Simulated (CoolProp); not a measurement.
Saturated liquid density (kg/m³) of carbon dioxide: the reference equation beside estimates from Tc = 304.1 K, pc = 73.77 bar, ω = 0.224.

Model: reference Helmholtz-energy equation of state, Span 1996, in CoolProp.

| T (K) | reference | Redlich-Kwong | Peng-Robinson |
|---|---|---|---|
| 239.7 | 1090 | 951.9 | 1125 |
| 242.8 | 1077 | 937.5 | 1109 |
| 245.9 | 1064 | 922.6 | 1093 |
| 249 | 1050 | 907.4 | 1075 |
| 252.1 | 1036 | 891.7 | 1057 |
| 255.2 | 1022 | 875.5 | 1038 |
| 258.3 | 1007 | 858.8 | 1019 |
| 261.4 | 991.9 | 841.4 | 998.3 |
| 264.5 | 975.9 | 823.5 | 976.9 |
| 267.6 | 959.2 | 804.8 | 954.5 |
| 270.7 | 941.8 | 785.3 | 930.9 |
| 273.7 | 924.1 | 765.7 | 906.8 |
| 276.8 | 904.8 | 744.3 | 880.5 |
| 279.9 | 884.3 | 721.9 | 852.5 |

Absolute difference from the reference over all 14 rows, mean and median: Redlich-Kwong 15.2 and 14.9 %, Peng-Robinson 1.9 and 1.9 %.
